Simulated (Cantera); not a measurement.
**Carbon deposition, reforming and gasification: CH3OH + CO2 + H2O**

Feed: 1 mol CH3OH, 0.14 mol CO2, 0.86 mol H2O, at 1.00 bar.

Cantera equilibrium calculation (NASA polynomials, part measured and part estimated; ideal gas, pure solids and liquids). Candidate condensed phases: C, C6H6, C7H8, C8H18, H2O; 110 gas species. Rates play no part.

| T (°C) | x H2 | x H2O | x CH4 | x CO | x CO2 | n C(graphite) |
|---|---|---|---|---|---|---|
| 375 | 0.0953 | 0.497 | 0.248 | 0.00189 | 0.158 | 0.0699 |
| 450 | 0.196 | 0.418 | 0.206 | 0.0104 | 0.170 | 0.0643 |
| 525 | 0.324 | 0.320 | 0.146 | 0.0402 | 0.170 | 0.0526 |
| 600 | 0.445 | 0.225 | 0.0795 | 0.107 | 0.144 | 0 |
| 675 | 0.523 | 0.179 | 0.0227 | 0.170 | 0.105 | 0 |
| 750 | 0.541 | 0.172 | 0.00376 | 0.200 | 0.0833 | 0 |
| 825 | 0.535 | 0.180 | 0.000611 | 0.214 | 0.0712 | 0 |
| 900 | 0.527 | 0.188 | 0.000120 | 0.223 | 0.0623 | 0 |
| 975 | 0.520 | 0.195 | 2.85e-5 | 0.230 | 0.0552 | 0 |
| 1050 | 0.514 | 0.201 | 7.97e-6 | 0.236 | 0.0495 | 0 |
| 1125 | 0.510 | 0.205 | 2.56e-6 | 0.240 | 0.0447 | 0 |
x: gas mole fraction; n: condensed amount in mol.

From 375 °C to 525 °C the condensed part is C(graphite). From 600 °C to 1125 °C nothing is condensed. The main C-bearing gas is CH4 at 375 °C and CO at 1125 °C.
